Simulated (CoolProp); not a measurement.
Values from CoolProp's reference Helmholtz-energy equation of state, Lemmon 2006. It is a short technical equation, of lower accuracy than the large ones.

Task: For C3F8 (R218), give the phase and the density (kg/m³), cp (kJ/(kg K)), conductivity (mW/(m K)), fugacity coefficient at -27.35 °C and 22.6 bar; 165.15 °C and 22.6 bar.

Result: 
- -27.35 °C and 22.6 bar: liquid; density 1590, cp 0.989, conductivity 60.6, fugacity coefficient 0.0713
- 165.15 °C and 22.6 bar: gas; density 133, cp 1.03, conductivity 26.6, fugacity coefficient 0.888

Thermal conductivity comes from a separate model (Huber 2003), an estimate that may be off by 10 % or more.
